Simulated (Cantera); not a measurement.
A perfectly stirred reactor is fed with NH3 : N2 = 1 : 1.4 (molar parts), at 0.220 bar; it is held at 1723 K, and followed from long to short residence time.

Cantera simulation using the gas-phase N/H chemistry of the illustrative SiF4/NH3 mechanism in the Surface Chemkin manual (1991); the numbers are that mechanism's predictions, not measurements. Walls and surfaces, which speed up NH3 decomposition in real reactors, are not modelled.

One state of this run: x NH3 = 0.409; x N2H2 = 7.57e-7; x H = 1.51e-6; x N = 8.41e-9; x N2H4 = 5.23e-8; x N2 = 0.583. x: mole fraction; the columns are a selection and need not sum to one.

Question: Which value of τ (s) does it belong to?
A. 0.027
B. 0.058
C. 0.12
D. 0.0058

Answer: B, 0.058
